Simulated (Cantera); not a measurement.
**Premixed flame**

A freely propagating, adiabatic, planar premixed flame of CH4 : O2 : N2 : H2O = 1 : 1.54 : 5.78 : 1.1 (molar parts), equivalence ratio 1.3, unburnt at 425 K and 17000 Pa; mixture-averaged transport, grid criteria slope 0.08 and curve 0.16, no radiation.

Detailed kinetics in Cantera: GRI-Mech 3.0 (53 species, 325 reactions). Burning velocities carry a grid error of a few per cent, more on coarse grids.

```json
[
 {"z (mm)": "-8.01", "T (K)": "425", "u (m/s)": "0.528", "x CH4": "0.106", "x O2": "0.163", "x H2O": "0.117", "x CH2CO": "<1e-8", "x C2H": "<1e-8", "x NO2": "<1e-8"},
 {"z (mm)": "-5.34", "T (K)": "427", "u (m/s)": "0.533", "x CH4": "0.105", "x O2": "0.162", "x H2O": "0.116", "x CH2CO": "<1e-8", "x C2H": "<1e-8", "x NO2": "<1e-8"},
 {"z (mm)": "-4.01", "T (K)": "439", "u (m/s)": "0.550", "x CH4": "0.104", "x O2": "0.161", "x H2O": "0.117", "x CH2CO": "7.48e-8", "x C2H": "<1e-8", "x NO2": "1.06e-8"},
 {"z (mm)": "-2.67", "T (K)": "530", "u (m/s)": "0.673", "x CH4": "0.0971", "x O2": "0.154", "x H2O": "0.125", "x CH2CO": "1.82e-6", "x C2H": "<1e-8", "x NO2": "7.32e-8"},
 {"z (mm)": "-1.34", "T (K)": "972", "u (m/s)": "1.26", "x CH4": "0.0656", "x O2": "0.117", "x H2O": "0.167", "x CH2CO": "4.18e-5", "x C2H": "<1e-8", "x NO2": "2.39e-8"},
 {"z (mm)": "-0.668", "T (K)": "1339", "u (m/s)": "1.76", "x CH4": "0.0356", "x O2": "0.0781", "x H2O": "0.204", "x CH2CO": "0.000123", "x C2H": "<1e-8", "x NO2": "<1e-8"},
 {"z (mm)": "0", "T (K)": "1652", "u (m/s)": "2.19", "x CH4": "0.00934", "x O2": "0.0361", "x H2O": "0.239", "x CH2CO": "0.000108", "x C2H": "2.31e-7", "x NO2": "<1e-8"},
 {"z (mm)": "0.668", "T (K)": "1789", "u (m/s)": "2.37", "x CH4": "0.000997", "x O2": "0.0125", "x H2O": "0.255", "x CH2CO": "1.76e-5", "x C2H": "3.89e-7", "x NO2": "<1e-8"},
 {"z (mm)": "1.34", "T (K)": "1822", "u (m/s)": "2.41", "x CH4": "6.57e-5", "x O2": "0.00453", "x H2O": "0.259", "x CH2CO": "1.35e-6", "x C2H": "9.69e-8", "x NO2": "<1e-8"},
 {"z (mm)": "2.67", "T (K)": "1838", "u (m/s)": "2.42", "x CH4": "3.20e-7", "x O2": "0.00164", "x H2O": "0.258", "x CH2CO": "1.88e-8", "x C2H": "<1e-8", "x NO2": "<1e-8"},
 {"z (mm)": "5.34", "T (K)": "1851", "u (m/s)": "2.43", "x CH4": "<1e-8", "x O2": "0.00118", "x H2O": "0.257", "x CH2CO": "<1e-8", "x C2H": "<1e-8", "x NO2": "<1e-8"},
 {"z (mm)": "10.7", "T (K)": "1868", "u (m/s)": "2.45", "x CH4": "<1e-8", "x O2": "0.000897", "x H2O": "0.258", "x CH2CO": "<1e-8", "x C2H": "<1e-8", "x NO2": "<1e-8"},
 {"z (mm)": "21.4", "T (K)": "1890", "u (m/s)": "2.47", "x CH4": "<1e-8", "x O2": "0.000578", "x H2O": "0.260", "x CH2CO": "<1e-8", "x C2H": "<1e-8", "x NO2": "<1e-8"}
]
```
x: mole fraction of selected species; z is measured from the peak of heat release.

```
Property                      Value
------------------------  ---------
laminar burning velocity  52.7 cm/s
thermal thickness           2.67 mm
peak x(CH2CO)              0.000144
peak x(C2H)                 4.45e-7
grid points                     156
```
